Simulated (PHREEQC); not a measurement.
Consider water at 20 °C with 0.0015 mol/kgw Na2CO3. Closed to the air; pH follows from the charge balance.

All values are PHREEQC results (ion-association model, wateq4f.dat), not measurements.

This is a speciation only: nothing precipitates in the calculation.

Problem. Predict the pH.

Solution. pH 10.73.

Problem. In which forms is Na present?

Solution. Na+ 99 %, NaCO3- 1.2 % of the Na.
